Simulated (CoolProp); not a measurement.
Vapour pressure (bar) of octamethyltrisiloxane (MDM): the reference equation beside estimates from Tc = 565.4 K, pc = 14.38 bar, ω = 0.528.

Model: reference Helmholtz-energy equation of state, Thol 2017, in CoolProp.

| T (K) | reference | van der Waals | Redlich-Kwong | Soave-Redlich-Kwong | Peng-Robinson |
|---|---|---|---|---|---|
| 267.9 | 0.0005161 | 0.2752 | [?] | 0.0006032 | 0.0007246 |
| 292.7 | 0.003465 | 0.5039 | 0.05195 | 0.003761 | 0.004270 |
| 317.4 | 0.01598 | 0.8415 | 0.1413 | 0.01658 | 0.01805 |
| 342.1 | 0.05581 | 1.311 | 0.3215 | 0.05637 | 0.05950 |
| 366.9 | [?] | 1.936 | 0.6411 | 0.1573 | [?] |
| 391.6 | 0.3766 | 2.730 | [?] | 0.3733 | 0.3787 |
| 416.4 | 0.7905 | 3.717 | 1.903 | [?] | 0.7862 |
| 441.1 | 1.492 | 4.903 | 2.950 | 1.486 | 1.479 |
| 465.9 | 2.602 | 6.312 | 4.349 | 2.607 | 2.582 |

Task: Some entries are withheld; supply them.

Result: 
- 267.9, Redlich-Kwong: 0.01493
- 366.9, reference: 0.1579
- 366.9, Peng-Robinson: 0.1623
- 391.6, Redlich-Kwong: 1.149
- 416.4, Soave-Redlich-Kwong: 0.7841

Absolute difference from the reference over all 9 rows, mean and median: van der Waals 8619.2 and 1126.1 %, Redlich-Kwong 696.6 and 306.0 %, Soave-Redlich-Kwong 3.6 and 0.9 %, Peng-Robinson 9.9 and 2.8 %.
